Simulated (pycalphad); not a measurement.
# Effect of Fe content in Ti-Mn-Si-Fe

Computed with pycalphad from the COST 507 light-alloy database (1999), at 1 atm. These are 1990s assessments: newer ones move some temperatures and phases. Not assessed as a whole: an extrapolation from subsystems, which can miss ternary compounds. Amounts are mole fractions of atoms.

| alloy | liquidus (°C) | first solid | solidus (°C) | phases at 697 °C |
|---|---|---|---|---|
| Ti-4.91Mn-3.37Si-1Fe (at.%) | 1521 | bcc | 1297 | bcc 0.70, hcp 0.19, SITI3 0.11 |
| Ti-4.91Mn-3.37Si-2Fe (at.%) | 1500 | bcc | 1273 | bcc 0.85, SITI3 0.11, hcp 0.04 |
| Ti-4.91Mn-3.37Si-4Fe (at.%) | … | bcc | … | bcc 0.89, SITI3 0.11 |
| Ti-4.91Mn-3.37Si-6Fe (at.%) | 1410 | bcc | 1188 | bcc 0.89, SITI3 0.11 |
| Ti-4.91Mn-3.37Si-8Fe (at.%) | 1362 | bcc | 1152 | bcc 0.90, SITI3 0.10 |

Question: Some entries are withheld; supply them.

Answer: 
- Ti-4.91Mn-3.37Si-4Fe (at.%), liquidus (°C): 1456
- Ti-4.91Mn-3.37Si-4Fe (at.%), solidus (°C): 1228

Database names, with the compositions (at.%) that they take in these runs: SITI3: Ti 75 Si 25.
